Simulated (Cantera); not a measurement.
A Cantera script and its output.

```python
import numpy as np
import cantera as ct

gas = ct.Solution("gri30.yaml")
gas.TPX = 1125, 380, {'H2': 0.42, 'O2': 1}
reactor = ct.IdealGasConstPressureReactor(gas, energy="off", clone=False)
net = ct.ReactorNet([reactor])
net.rtol, net.atol = 1e-08, 1e-18
show = ['H2', 'O2', 'HO2', 'H2O', 'H', 'O', 'OH']
times = np.geomspace(6e-05, 7, 9)

steps = ct.SolutionArray(gas, extra=["t"])
rows = []
print(f"{'t/s':>10s}{'T/K':>9s}{'P/Pa':>11s}" + "".join(f"{s:>11s}" for s in show))
for t in times:
    while net.time < t:
        t_next = net.step()
        steps.append(gas.state, t=t_next)
    rows.append([np.interp(t, steps.t, y) for y in (steps.T, steps.P, *steps(*show).X.T)])
    print(f"{t:10.3e}{rows[-1][0]:9.1f}{rows[-1][1]:11.4g}" + "".join(f"{x:11.3e}" for x in rows[-1][2:]))
rate = np.gradient(steps.T, steps.t)
print("integrator steps:", len(steps.t))
if steps.T.max() > steps.T[0] + 200:
    print(f"time of steepest temperature rise: {steps.t[rate.argmax()]:.4e} s")
gas.TPX = 1125, 380, {'H2': 0.42, 'O2': 1}
gas.equilibrate("TP")
print(f"equilibrium (TP): T = {gas.T:.1f} K  " + "  ".join(f"{s} {gas[s].X[0]:.3e}" for s in show))
```

Result:

```
       t/s      T/K       P/Pa         H2         O2        HO2        H2O          H          O         OH
 6.000e-05   1125.0        380  2.958e-01  7.042e-01  7.194e-10  2.485e-11  6.816e-10  6.266e-11  5.049e-11
 2.579e-04   1125.0        380  2.958e-01  7.042e-01  3.093e-09  1.206e-09  3.372e-09  9.257e-10  5.414e-10
 1.109e-03   1125.0        380  2.958e-01  7.042e-01  1.339e-08  1.053e-07  8.460e-08  3.393e-08  1.720e-08
 4.767e-03   1125.0        380  2.697e-01  6.912e-01  1.394e-06  1.831e-02  1.307e-02  5.186e-03  2.505e-03
 2.049e-02   1125.0        380  1.522e-02  5.694e-01  3.360e-06  2.303e-01  1.076e-01  6.853e-02  8.943e-03
 8.810e-02   1125.0        380  8.757e-03  6.152e-01  4.083e-06  2.983e-01  3.768e-02  3.302e-02  7.029e-03
 3.788e-01   1125.0        380  6.925e-04  6.500e-01  2.587e-06  3.442e-01  7.321e-04  2.391e-03  1.994e-03
 1.628e+00   1125.0        380  2.725e-05  6.527e-01  3.165e-07  3.468e-01  5.777e-06  9.490e-05  3.984e-04
 7.000e+00   1125.0        380  2.613e-06  6.528e-01  3.923e-08  3.470e-01  1.763e-07  9.272e-06  1.246e-04
integrator steps: 1612
equilibrium (TP): T = 1125.0 K  H2 1.691e-08  O2 6.529e-01  HO2 5.967e-09  H2O 3.471e-01  H 9.435e-11  O 6.089e-08  OH 1.009e-05
```

Detailed kinetics in Cantera: GRI-Mech 3.0 (53 species, 325 reactions). Radical loss at walls, strong at low pressure, is not modelled. The temperature is held fixed by assumption; the heat of reaction is taken as removed at once.
